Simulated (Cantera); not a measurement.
An isothermal, constant-pressure homogeneous reactor starts with H₂ : O₂ = 0.19 : 1 (molar parts), equivalence ratio 0.095, at 1425 K and 1.43 Torr.

Computed with Cantera and the H2/O2 subset of GRI-Mech 3.0, which has no nitrogen chemistry. Radical loss at walls, strong at low pressure, is not modelled. The temperature is held fixed by assumption; the heat of reaction is taken as removed at once.

x: mole fraction; the columns are a selection and need not sum to one.

| t (s) | x H₂ | x O₂ | x H₂O | x OH | x H | x HO₂ |
|---|---|---|---|---|---|---|
| 2.00e-5 | 0.160 | 0.840 | 5.03e-11 | 7.74e-10 | 1.18e-8 | (withheld) |
| 5.37e-5 | 0.160 | 0.840 | 8.83e-10 | 4.94e-9 | 2.95e-8 | (withheld) |
| 0.000144 | 0.160 | 0.840 | 1.40e-8 | 2.81e-8 | 7.37e-8 | (withheld) |
| 0.000386 | 0.160 | 0.840 | 2.13e-7 | 1.65e-7 | 2.61e-7 | (withheld) |
| 0.00104 | 0.160 | 0.840 | 5.87e-6 | 2.54e-6 | 3.43e-6 | (withheld) |
| 0.00278 | 0.154 | 0.836 | 0.00420 | 0.00162 | 0.00219 | (withheld) |
| 0.00746 | 0.00693 | 0.728 | 0.125 | 0.0161 | 0.0402 | 6.35e-7 |
| 0.0200 | 0.00681 | 0.729 | 0.125 | 0.0160 | 0.0396 | 6.35e-7 |
| 0.0537 | 0.00669 | 0.731 | 0.126 | 0.0158 | 0.0383 | 6.37e-7 |
| 0.144 | 0.00639 | 0.737 | 0.129 | 0.0155 | 0.0350 | 6.42e-7 |
| 0.386 | 0.00559 | 0.751 | 0.137 | 0.0147 | 0.0274 | 6.49e-7 |
| 1.04 | 0.00380 | 0.778 | 0.150 | 0.0123 | 0.0142 | 6.32e-7 |
| 2.78 | 0.00143 | 0.808 | 0.165 | 0.00771 | 0.00307 | (withheld) |
| 7.46 | 0.000279 | 0.822 | 0.171 | 0.00343 | 0.000256 | (withheld) |
| 20.0 | 4.62e-5 | 0.825 | 0.173 | 0.00140 | 1.71e-5 | (withheld) |

Q: What belongs in the gaps?

A: 
- 2.00e-5, x HO₂: 1.26e-8
- 5.37e-5, x HO₂: 3.37e-8
- 0.000144, x HO₂: 9.03e-8
- 0.000386, x HO₂: 2.42e-7
- 0.00104, x HO₂: 6.46e-7
- 0.00278, x HO₂: 7.52e-7
- 2.78, x HO₂: 4.79e-7
- 7.46, x HO₂: 2.03e-7
- 20.0, x HO₂: 6.96e-8
